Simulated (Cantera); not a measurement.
Input: 1 mol trisilylamine, a varied amount of N₂, held at 452 °C and 585 Torr.

Method: chemical equilibrium by Gibbs-energy minimisation in Cantera with the NASA 1993 tables (ideal gas, pure condensed phases). Candidate condensed phases: Si, Si₃N₄; 18 gas species. The feed counts by its element totals alone. Kinetics and transport are ignored.

x: gas mole fraction; n: condensed amount in mol.

```json
[
 {"n(N₂) (mol)": "0.57", "x H₂": "1.00", "x N₂": "<1e-12", "x NH₃": "4.84e-12", "x SiH₄": "1.09e-7", "n Si(s)": "1.40", "n Si₃N₄(s)": "0.535"},
 {"n(N₂) (mol)": "1", "x H₂": "1.00", "x N₂": "<1e-12", "x NH₃": "4.84e-12", "x SiH₄": "1.09e-7", "n Si(s)": "[?]", "n Si₃N₄(s)": "[?]"},
 {"n(N₂) (mol)": "1.8", "x H₂": "0.937", "x N₂": "0.0620", "x NH₃": "0.00121", "x SiH₄": "<1e-12", "n Si(s)": "0", "n Si₃N₄(s)": "1.00"},
 {"n(N₂) (mol)": "3.2", "x H₂": "0.724", "x N₂": "0.274", "x NH₃": "0.00172", "x SiH₄": "<1e-12", "n Si(s)": "0", "n Si₃N₄(s)": "1.00"},
 {"n(N₂) (mol)": "5.6", "x H₂": "[?]", "x N₂": "[?]", "x NH₃": "[?]", "x SiH₄": "<1e-12", "n Si(s)": "0", "n Si₃N₄(s)": "1.00"},
 {"n(N₂) (mol)": "10", "x H₂": "0.345", "x N₂": "0.654", "x NH₃": "0.000876", "x SiH₄": "<1e-12", "n Si(s)": "0", "n Si₃N₄(s)": "1.00"},
 {"n(N₂) (mol)": "18", "x H₂": "0.214", "x N₂": "0.786", "x NH₃": "0.000468", "x SiH₄": "<1e-12", "n Si(s)": "0", "n Si₃N₄(s)": "1.00"}
]
```

### Question
What belongs in the gaps?

### Answer

- 5.6, x H₂: 0.522
- 5.6, x N₂: 0.477
- 5.6, x NH₃: 0.00139
- 1, n Si(s): 0.750
- 1, n Si₃N₄(s): 0.750
